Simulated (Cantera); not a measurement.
A closed system holds: 1 mol CuO, 4.2 mol H2, 2.3 mol H2O, held at 0.240 bar.

Cantera equilibrium calculation (NASA polynomials, part measured and part estimated; ideal gas, pure solids and liquids). Candidate condensed phases: Cu, CuO, Cu(OH)2, Cu2O, H2O; 12 gas species. Equilibrium is a limit: real reactors are often held back by kinetics, nucleation or transport.

Q: Which condensed phases are stable at each of these points (T (°C)): 350, 550, 750, 950, 1150, 1350, 1550, 1750, 1950?

A: 
```json
[
 {"T (°C)": "350", "condensed phases": "Cu(s)", "Cu condensed (%)": "100.0"},
 {"T (°C)": "550", "condensed phases": "Cu(s)", "Cu condensed (%)": "100.0"},
 {"T (°C)": "750", "condensed phases": "Cu(s)", "Cu condensed (%)": "100.0"},
 {"T (°C)": "950", "condensed phases": "Cu(s)", "Cu condensed (%)": "100.0"},
 {"T (°C)": "1150", "condensed phases": "Cu(l)", "Cu condensed (%)": "100.0"},
 {"T (°C)": "1350", "condensed phases": "Cu(l)", "Cu condensed (%)": "99.8"},
 {"T (°C)": "1550", "condensed phases": "Cu(l)", "Cu condensed (%)": "98.1"},
 {"T (°C)": "1750", "condensed phases": "Cu(l)", "Cu condensed (%)": "85.1"},
 {"T (°C)": "1950", "condensed phases": "Cu(l)", "Cu condensed (%)": "13.6"}
]
```

From 350 °C to 950 °C the condensed part is Cu(s). From 1150 °C to 1950 °C the condensed part is Cu(l).
